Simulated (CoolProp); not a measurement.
Carbonyl sulfide along the isobar 3840 kPa: density (kg/m³) from the reference equation and from simpler models built on Tc = 378.8 K, pc = 6369 kPa, ω = 0.098; each cubic takes its own stable root.

Computed with CoolProp (reference Helmholtz-energy equation of state, Lemmon 2006). It is a short technical equation, of lower accuracy than the large ones.

| T (K) | phase | reference |
|---|---|---|
| 262.7 | liquid | 1092 |
| 282.1 | liquid | 1044 |
| 301.6 | liquid | 990.7 |
| 321 | liquid | 928.6 |
| 340.4 | liquid | 850.1 |
| 359.9 | gas | 112.5 |
| 379.3 | gas | 96.93 |
| 398.7 | gas | 86.91 |
| 418.2 | gas | 79.48 |
| 437.6 | gas | 73.65 |
| 457.1 | gas | 68.84 |
| 476.5 | gas | 64.80 |
| 495.9 | gas | 61.31 |

**Question.** How far does each simpler model (van der Waals, Peng-Robinson) lie from the reference over these 13 states: mean and median of the absolute difference, and the worst?

**Answer.** 
- van der Waals: mean 18.6 %, median 3.5 %, worst -85.8 % at 340.4 K and 3840 kPa
- Peng-Robinson: mean 2.9 %, median 2.3 %, worst +6.9 % at 262.7 K and 3840 kPa

At some of these states van der Waals gives the other phase, because its saturation line lies elsewhere.
